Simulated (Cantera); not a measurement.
Cantera run:

```python
import numpy as np
import cantera as ct

gas_names = """
    AL ALCL ALCL2 ALCL3 ALH AL2 AL2CL6 CL CL2 H HCL H2
""".split()
cond_names = """
    AL(cr) AL(L) ALCL3(s) ALCL3(L)
""".split()


def load(file, names, dense=False):
    # The tables refer to 1 bar. Condensed volumes are neglected.
    table = {s.name: s for s in ct.Species.list_from_file(file)}
    out = []
    for n in names:
        d = dict(table[n].input_data)
        d["thermo"] = dict(d["thermo"], **{"reference-pressure": 1e5})
        if dense:
            d["equation-of-state"] = {"model": "constant-volume", "density": "1e6 g/cm^3"}
        out.append(ct.Species.from_dict(d))
    return out


gas = ct.Solution(thermo="ideal-gas", species=load("nasa_gas.yaml", gas_names))
cond = {s.name: ct.Solution(thermo="fixed-stoichiometry", species=[s], name=s.name)
        for s in load("nasa_condensed.yaml", cond_names, dense=True)}
atoms = {
    'Al': {'AL': 1},
    'HCl': {'H': 1, 'CL': 1},
    'H2': {'H': 2},
}
top_T = {}  # K; cautious upper limits of use, not melting points


def equilibrate(T, P, feed):
    n = {}
    for name, mol in feed.items():
        for a, k in atoms[name].items():
            n[a] = n.get(a, 0.0) + k * mol
    gas.TPX = T, P, n
    mass = sum(n.values()) * gas.mean_molecular_weight
    gas.equilibrate("TP")
    valid = [c for c in cond.values() if c.min_temp <= T <= top_T.get(c.name, c.max_temp)]
    mix = ct.Mixture([(gas, mass / gas.mean_molecular_weight)] + [(c, 0.0) for c in valid])
    mix.T, mix.P = T, P
    mix.equilibrate("TP", solver="vcs", rtol=1e-11, max_steps=5000)
    return mix


results = []
feed = {'Al': 1, 'HCl': 2.5, 'H2': 13}  # mol
for P in [1, 5.2, 27, 140, 720, 3700, 19000, 100000]:
    for T in [1023, 1048, 1073, 1098, 1123, 1148, 1173, 1198, 1223, 1248, 1273, 1298]:
        mix = equilibrate(T, P, feed)
        results.append((T, P, feed, dict(zip(mix.species_names, mix.species_moles))))

for T, P, feed, n in results:
    print(f"{T:7g} {P:10.4g}  " + (" + ".join(c for c in cond_names if n.get(c, 0) > 1e-12) or "gas only"))
```

Result:

```
   1023          1  gas only
   1048          1  gas only
   1073          1  gas only
   1098          1  gas only
   1123          1  gas only
   1148          1  gas only
   1173          1  gas only
   1198          1  gas only
   1223          1  gas only
   1248          1  gas only
   1273          1  gas only
   1298          1  gas only
   1023        5.2  gas only
   1048        5.2  gas only
   1073        5.2  gas only
   1098        5.2  gas only
   1123        5.2  gas only
   1148        5.2  gas only
   1173        5.2  gas only
   1198        5.2  gas only
   1223        5.2  gas only
   1248        5.2  gas only
   1273        5.2  gas only
   1298        5.2  gas only
   1023         27  gas only
   1048         27  gas only
   1073         27  gas only
   1098         27  gas only
   1123         27  gas only
   1148         27  gas only
   1173         27  gas only
   1198         27  gas only
   1223         27  gas only
   1248         27  gas only
   1273         27  gas only
   1298         27  gas only
   1023        140  gas only
   1048        140  gas only
   1073        140  gas only
   1098        140  gas only
   1123        140  gas only
   1148        140  gas only
   1173        140  gas only
   1198        140  gas only
   1223        140  gas only
   1248        140  gas only
   1273        140  gas only
   1298        140  gas only
   1023        720  gas only
   1048        720  gas only
   1073        720  gas only
   1098        720  gas only
   1123        720  gas only
   1148        720  gas only
   1173        720  gas only
   1198        720  gas only
   1223        720  gas only
   1248        720  gas only
   1273        720  gas only
   1298        720  gas only
   1023       3700  gas only
   1048       3700  gas only
   1073       3700  gas only
   1098       3700  gas only
   1123       3700  gas only
   1148       3700  gas only
   1173       3700  gas only
   1198       3700  gas only
   1223       3700  gas only
   1248       3700  gas only
   1273       3700  gas only
   1298       3700  gas only
   1023    1.9e+04  AL(L)
   1048    1.9e+04  AL(L)
   1073    1.9e+04  gas only
   1098    1.9e+04  gas only
   1123    1.9e+04  gas only
   1148    1.9e+04  gas only
   1173    1.9e+04  gas only
   1198    1.9e+04  gas only
   1223    1.9e+04  gas only
   1248    1.9e+04  gas only
   1273    1.9e+04  gas only
   1298    1.9e+04  gas only
   1023      1e+05  AL(L)
   1048      1e+05  AL(L)
   1073      1e+05  AL(L)
   1098      1e+05  AL(L)
   1123      1e+05  AL(L)
   1148      1e+05  AL(L)
   1173      1e+05  gas only
   1198      1e+05  gas only
   1223      1e+05  gas only
   1248      1e+05  gas only
   1273      1e+05  gas only
   1298      1e+05  gas only
```

These are equilibrium values from Cantera (NASA tables, ideal gas, pure condensed phases), not measurements of a reactor. The tables' values for AlCl2 are old estimates.
